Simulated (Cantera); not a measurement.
# SiHCl₃ + C₃H₈ + H₂ (silicon carbide growth)

Feed: 1 mol SiHCl₃, 0.25 mol C₃H₈, 170 mol H₂, equilibrated at 0.260 bar.

These are equilibrium values from Cantera (NASA tables, ideal gas, pure condensed phases), not measurements of a reactor. Candidate condensed phases: C, C₆H₆, C₇H₈, C₈H₁₈, Si, SiC; 109 gas species. Mutual solubility and eutectic melting of coexisting phases are not modelled. The tables' values for SiCl, SiCl₃ are old estimates; treat these amounts as uncertain. Gases not in the tables: Si₂H₆ and higher silanes. The numbers say what is thermodynamically allowed, not how fast it happens.

From 1475 K to 1625 K the condensed part is Si(s) + SiC(s). From 1700 K to 2075 K the condensed part is Si(l) + SiC(s). From 2150 K to 2225 K the condensed part is SiC(s). The main Si-bearing gas is SiCl₂ at 1475 K and Si at 2225 K. The share of Si in condensed phases is highest at 1475 K (85.7 %) and lowest at 2225 K (68.5 %).

```csv
T (K),log p H₂,log p HCl,log p H,log p Si,log p SiCl₂,log p SiH,n Si(s),n SiC(s),n Si(l)
1475,-0.59,-2.39,-5.18,-8.24,-3.69,-7.98,0.108,0.749,0
1550,-0.59,-2.39,-4.80,-7.48,-3.67,-7.36,0.103,0.749,0
1625,-0.59,-2.39,-4.45,-6.79,-3.65,-6.78,0.0972,0.749,0
1700,-0.59,-2.39,-4.13,-6.17,-3.64,-6.28,0,0.749,0.0928
1775,-0.59,-2.39,-3.83,-5.66,-3.68,-5.87,0,0.749,0.103
1850,-0.59,-2.39,-3.57,-5.19,-3.72,-5.49,0,0.749,0.107
1925,-0.59,-2.38,-3.32,-4.76,-3.75,-5.15,0,0.749,0.101
2000,-0.59,-2.38,-3.09,-4.36,-3.79,-4.83,0,0.747,0.0776
2075,-0.59,-2.38,-2.87,-3.99,-3.82,-4.53,0,0.744,0.0218
2150,-0.60,-2.37,-2.67,-3.78,-3.97,-4.39,0,0.732,0
2225,-0.60,-2.37,-2.49,-3.61,-4.15,-4.29,0,0.685,0
```
log p: log10 of the partial pressure in bar; n: condensed amount in mol.
